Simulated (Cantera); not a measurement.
A freely propagating, adiabatic, planar premixed flame of CH₄ : CO : O₂ : N₂ = 1 : 1.2 : 2.36 : 8.04 (molar parts), equivalence ratio 1.1, unburnt at 525 K and 1.00 atm; unity-Lewis-number transport, grid criteria slope 0.08 and curve 0.16, no radiation.

Computed with Cantera and GRI-Mech 3.0 (53 species, 325 reactions). Unity Lewis numbers drop preferential diffusion, which matters most where H2 and H carry the flame. Burning velocities carry a grid error of a few per cent, more on coarse grids.

x: mole fraction of selected species; z is measured from the peak of heat release.

```
z (mm)        T (K)  u (m/s)       x CH₄        x CO        x O₂         x H       x CH₃      x CH₂O
-------  ----------  -------  ----------  ----------  ----------  ----------  ----------  ----------
-0.987          525    0.999      0.0794      0.0952       0.187       <1e-8       <1e-8     2.26e-7
-0.658          526     1.00      0.0793      0.0953       0.187       <1e-8     9.00e-8     2.37e-6
-0.493          533     1.01      0.0790      0.0953       0.187       <1e-8     5.24e-7     1.26e-5
-0.329          576     1.10      0.0766      0.0957       0.183     3.61e-8     5.10e-6     8.24e-5
-0.164   (withheld)     1.73  (withheld)      0.0991  (withheld)  (withheld)  (withheld)  (withheld)
-0.0822        1311     2.53      0.0318       0.104       0.110    0.000541     0.00126    0.000825
0              1741     3.39     0.00581       0.105      0.0596     0.00619     0.00135    0.000500
0.0822         1903     3.71    0.000208      0.0918      0.0344      0.0139     7.96e-5     3.84e-5
0.164          1962     3.81  (withheld)  (withheld)  (withheld)  (withheld)  (withheld)  (withheld)
0.329          2039     3.94       <1e-8      0.0717      0.0229      0.0147       <1e-8       <1e-8
0.658          2135     4.09       <1e-8      0.0666      0.0194      0.0108       <1e-8       <1e-8
1.32           2236     4.25       <1e-8      0.0614      0.0157     0.00694       <1e-8       <1e-8
2.63           2328     4.39       <1e-8      0.0556      0.0120     0.00430       <1e-8       <1e-8
```

Q: Some entries are withheld; supply them.

A: 
- -0.164, T (K): 903
- -0.164, x CH₄: 0.0576
- -0.164, x O₂: 0.152
- -0.164, x H: 2.21e-5
- -0.164, x CH₃: 0.000191
- -0.164, x CH₂O: 0.000531
- 0.164, x CH₄: 3.94e-6
- 0.164, x CO: 0.0805
- 0.164, x O₂: 0.0273
- 0.164, x H: 0.0159
- 0.164, x CH₃: 1.75e-6
- 0.164, x CH₂O: 8.67e-7
